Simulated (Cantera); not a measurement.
Feed: 1 mol N₂O, 1 mol H₂, 0.76 mol N₂, held at 3500 Pa.

Method: chemical equilibrium by Gibbs-energy minimisation in Cantera with the NASA 1993 tables (ideal gas, pure condensed phases). Candidate condensed phases: H₂O; 24 gas species. Equilibrium is a limit: real reactors are often held back by kinetics, nucleation or transport.

x: gas mole fraction; nothing condenses.

```json
[
 {"T (°C)": "1050", "x N₂": "0.638", "x H₂O": "0.362", "x H₂": "5.27e-5", "x OH": "6.12e-6", "x O₂": "2.27e-5"},
 {"T (°C)": "1150", "x N₂": "0.638", "x H₂O": "0.362", "x H₂": "0.000154", "x OH": "2.25e-5", "x O₂": "6.48e-5"},
 {"T (°C)": "1250", "x N₂": "0.638", "x H₂O": "0.362", "x H₂": "[?]", "x OH": "[?]", "x O₂": "[?]"},
 {"T (°C)": "1350", "x N₂": "0.637", "x H₂O": "0.361", "x H₂": "0.000884", "x OH": "0.000188", "x O₂": "0.000357"},
 {"T (°C)": "1450", "x N₂": "0.637", "x H₂O": "0.360", "x H₂": "0.00182", "x OH": "0.000450", "x O₂": "0.000722"},
 {"T (°C)": "1550", "x N₂": "0.636", "x H₂O": "0.358", "x H₂": "0.00347", "x OH": "0.000979", "x O₂": "0.00135"},
 {"T (°C)": "1650", "x N₂": "0.635", "x H₂O": "0.354", "x H₂": "0.00615", "x OH": "0.00195", "x O₂": "0.00235"},
 {"T (°C)": "1750", "x N₂": "0.633", "x H₂O": "0.347", "x H₂": "0.0103", "x OH": "0.00363", "x O₂": "0.00385"},
 {"T (°C)": "1850", "x N₂": "0.629", "x H₂O": "0.338", "x H₂": "[?]", "x OH": "[?]", "x O₂": "[?]"},
 {"T (°C)": "1950", "x N₂": "0.624", "x H₂O": "0.323", "x H₂": "0.0242", "x OH": "0.0103", "x O₂": "0.00884"}
]
```

Question: Fill in the missing entries.

Answer: 
- 1850, x H₂: 0.0162
- 1850, x OH: 0.00630
- 1850, x O₂: 0.00598
- 1250, x H₂: 0.000390
- 1250, x OH: 6.97e-5
- 1250, x O₂: 0.000161
